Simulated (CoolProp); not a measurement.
The fluid at 299.04 K and 0.28 MPa (gas) is heated at constant pressure to 434.3 K. The same conditions are run with several fluids, on thermodynamics alone (safety and materials aside).

Model: reference Helmholtz-energy equation of state of each fluid (ammonia: Gao 2020; hydrogen sulfide: Lemmon 2006; carbon dioxide: Span 1996; propyne: Polt 1992; nitrous oxide: Lemmon 2006), in CoolProp. The equations of Platzer and Polt are older, rougher fits.

### Question
Rank ammonia, hydrogen sulfide, carbon dioxide, propyne, nitrous oxide by heat (kJ/kg), highest first.

### Answer
ammonia (310), propyne (238), hydrogen sulfide (142), nitrous oxide (128), carbon dioxide (124)

| fluid | final density (kg/m³) |
|---|---|
| ammonia | 1.33 |
| hydrogen sulfide | 2.66 |
| carbon dioxide | 3.43 |
| propyne | 3.15 |
| nitrous oxide | 3.43 |
